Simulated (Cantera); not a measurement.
A closed system holds: 1 mol CsCl, 0.93 mol HCl, 350 mol H₂, at 1175 °C and 1.00 Torr.

Equilibrium computed with Cantera from the NASA thermochemical tables; the gas is ideal and each condensed phase is pure. Candidate condensed phases: Cs, CsCl; 9 gas species. The numbers say what is thermodynamically allowed, not how fast it happens.

Base state: H₂ 0.994, CsCl 0.00281, HCl 0.00267, H 0.000252, Cs 2.76e-5 (mole fractions); condensed: gas only.

What changes in the equilibrium state with this change: CsCl replaced by PbCl₂?


| species | before | after |
|---|---|---|
| H₂ | 0.994 | 0.989 |
| HCl | 0.00267 | 0.00828 |
| Pb | 0 | 0.00282 |
| CsCl | 0.00281 | 0 |
| Cs | 2.76e-5 | 0 |
| PbCl | 0 | 1.60e-5 |
Further candidate phases: Pb, PbCl₂.
